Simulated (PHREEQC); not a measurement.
1 kg of water holding 29 mmol/kgw MgBr2, 100 mmol/kgw NaBr, 0.1 mmol/kgw CaSO4 and 12 mmol/kgw NaCl is evaporated at 25 °C; the solids stay in contact with the brine. No CO2 enters from the air. Only these solids could form: Bischofite, Bloedite, Brucite, Epsomite, Glauberite, Gypsum, Anhydrite, Halite, Hexahydrite, Kieserite, Mirabilite, Portlandite, Thenardite, MgCl2_4H2O.

Computed with PHREEQC (Pitzer model, pitzer.dat).

```csv
water left (kg),ionic strength,water activity,Ca in solution (mol/kgw),S in solution (mol/kgw),Mg in solution (mol/kgw)
1,0.199,0.995,0.000100,0.000100,0.0290
0.6755,0.295,?,0.000148,0.000148,0.0429
0.4563,0.437,0.989,0.000219,0.000219,0.0636
0.3082,0.647,?,0.000324,0.000324,0.0941
0.2082,0.958,?,0.000480,0.000480,0.139
0.1407,1.42,?,0.000711,0.000711,0.206
0.09502,2.10,?,0.00105,0.00105,0.305
0.06418,3.11,?,0.00156,0.00156,0.452
0.04335,4.60,0.840,0.00231,0.00231,0.669
```

Question: Some entries are withheld; supply them.

Answer: 
- 0.6755, water activity: 0.992
- 0.3082, water activity: 0.983
- 0.2082, water activity: 0.975
- 0.1407, water activity: 0.961
- 0.09502, water activity: 0.939
- 0.06418, water activity: 0.903
